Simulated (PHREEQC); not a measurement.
A solution holds 6.9 mmol/kgw NH4HF2, 2 mmol/kgw (NH4)2SiF6 and 19 mmol/kgw H3PO4, at 25 °C. Closed to the air; pH follows from the charge balance.

All values are PHREEQC results (ion-association model, phreeqc.dat), not measurements.

| quantity | before | after |
|---|---|---|
| pH | 2.27 | 2.26 |
| ionic strength (mol/kgw) | 0.0190 | 0.0433 |
| HF (mol/kgw) | 0.0120 | 0.0119 |
| H2PO4- (mol/kgw) | 0.0112 | 0.0114 |
| H3PO4 (mol/kgw) | 0.00780 | 0.00760 |
| F- (mol/kgw) | 0.00170 | 0.00178 |
| SI of Quartz (SiO2) | -3.08 | -2.46 |

Task: What was changed between the two runs?
A. H3PO4 from 0.019 to 0.095 mol/kgw
B. (NH4)2SiF6 from 0.002 to 0.01 mol/kgw
C. temperature from 25 to 5 °C
D. (NH4)2SiF6 from 0.002 to 0.02 mol/kgw
E. temperature from 25 to 45 °C

Result: B, (NH4)2SiF6 from 0.002 to 0.01 mol/kgw

Precipitation was switched off in this run. SiF6-2 is the database's only silicon fluoride.
